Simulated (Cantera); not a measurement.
Feed: 1 mol Cu2O, 160 mol H2, at 1852 °C and 0.00133 bar.

These are equilibrium values from Cantera (NASA tables, ideal gas, pure condensed phases), not measurements of a reactor. Candidate condensed phases: Cu, CuO, Cu(OH)2, Cu2O, H2O; 12 gas species. Rates play no part.

Base state: H2 0.889, H 0.0937, Cu 0.0118, H2O 0.00580, OH 7.59e-5 (mole fractions); condensed: gas only.

What changes in the equilibrium state with this change: H2 from 160 to 5.3 mol?


| species | before | after |
|---|---|---|
| H2 | 0.889 | 0.532 |
| Cu | 0.0118 | 0.264 |
| H2O | 0.00580 | 0.129 |
| H | 0.0937 | 0.0725 |
| O2 | 1.58e-8 | 2.19e-5 |
| Cu2 | 8.85e-8 | 4.44e-5 |

What changes in the equilibrium state with this change: temperature from 1852 °C to 1675 °C?


```json
[
 {"species": "H2", "before": "0.889", "after": "0.952"},
 {"species": "H", "before": "0.0937", "after": "0.0302"},
 {"species": "Cu", "before": "0.0118", "after": "0.0122"},
 {"species": "OH", "before": "7.59e-5", "after": "1.74e-5"},
 {"species": "H2O", "before": "0.00580", "after": "0.00606"}
]
```
